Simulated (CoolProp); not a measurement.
The numbers come from the reference Helmholtz-energy equation of state, Lemmon 2000 in CoolProp. It is a pseudo-pure fit of the blend.

Task: For dry air, give the phase and the cv (kJ/(kg K)), conductivity (mW/(m K)) at -71.25 °C and 19.4 MPa.

Result: 
- -71.25 °C and 19.4 MPa: supercritical; cv 0.811, conductivity 44.6

Thermal conductivity comes from a separate model (Lemmon 2004).
